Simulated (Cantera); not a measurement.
Input: 1 mol SiHCl₃, 1.7 mol HCl, 280 mol N₂, 0.014 mol Cl₂, held at 1300 °C.

These are equilibrium values from Cantera (NASA tables, ideal gas, pure condensed phases), not measurements of a reactor. Candidate condensed phases: NH₄Cl, Si, Si₃N₄; 28 gas species. Kinetics and transport are ignored.

**Question.** What share of the Si ends up in condensed phases as a function of P (Pa), at 100, 350, 1300, 4500, 16000, 56000, 200000?

**Answer.** 
| P (Pa) | Si condensed (%) | as |
|---|---|---|
| 100 | 0.0 | - |
| 350 | 0.0 | - |
| 1300 | 0.0 | - |
| 4500 | 0.0 | - |
| 16000 | 0.0 | - |
| 56000 | 10.5 | Si₃N₄(s) |
| 200000 | 24.9 | Si₃N₄(s) |
